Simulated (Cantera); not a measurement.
A closed system holds: 1 mol MgO, 0.6 mol CH₄, 0.3 mol H₂, equilibrated at 1523.15 K and 13.3 mbar.

Equilibrium computed with Cantera from the NASA thermochemical tables; the gas is ideal and each condensed phase is pure. Candidate condensed phases: C, C₆H₆, C₇H₈, C₈H₁₈, H₂O, Mg, MgCO₃, MgO, Mg(OH)₂; 116 gas species. The tables' values for MgH are old estimates; treat these amounts as uncertain. Rates play no part.

Base state: H₂ 0.832, CO 0.0837, Mg 0.0836, H 0.000183, MgH 9.33e-5, CH₄ 2.13e-5 (mole fractions); condensed: C(graphite) + MgO(s).

What changes in the equilibrium state with this change: MgO replaced by Cu₂O?


```
species             before     after
----------------  --------  --------
H₂                   0.832     0.551
CO                  0.0837     0.257
H₂O                1.35e-6     0.162
Mg                  0.0836         0
CO₂                5.06e-8    0.0282
Cu                       0  0.000905
MgH                9.33e-5         0
CH₄                2.13e-5     <1e-9
H                 0.000183  0.000149
C(graphite), mol     0.449         0
MgO(s), mol          0.849         0
Cu(l), mol               0      2.00
```
Further candidate phases: Cu, CuO, Cu(OH)₂, Cu₂O.
